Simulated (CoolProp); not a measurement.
Saturation properties of chloromethane (R40) (Tc = 418.6 K, pc = 69.29 bar, ω = 0.150).

Values from CoolProp's reference Helmholtz-energy equation of state, Thol 2014.

| T (K) | p (bar) | vapour density (kg/m³) | enthalpy of vaporisation (kJ/kg) | liquid cp (kJ/(kg K)) | surface tension (mN/m) |
|---|---|---|---|---|---|
| 314 | 8.927 | 20.15 | 353.5 | 1.671 | 12.9 |
| 323.7 | 11.40 | 25.69 | 340.0 | 1.708 | 11.4 |
| 333.5 | 14.37 | 32.48 | 325.4 | 1.755 | 9.98 |
| 343.2 | 17.84 | 40.64 | 309.8 | 1.814 | 8.57 |
| 353 | 21.93 | 50.66 | 292.6 | 1.892 | 7.20 |
| 362.7 | 26.61 | 62.79 | 274.0 | 1.996 | 5.88 |
| 372.5 | 32.04 | 77.91 | 252.9 | 2.146 | 4.60 |
| 382.3 | 38.25 | 96.97 | 228.9 | 2.381 | 3.38 |
| 392 | 45.23 | 121.5 | 200.8 | 2.795 | 2.24 |
| 401.8 | 53.21 | 155.7 | 165.1 | 3.765 | 1.20 |

It boils at 249.2 K under 1 atm.

Surface tension comes from a separate correlation (Mulero 2014).
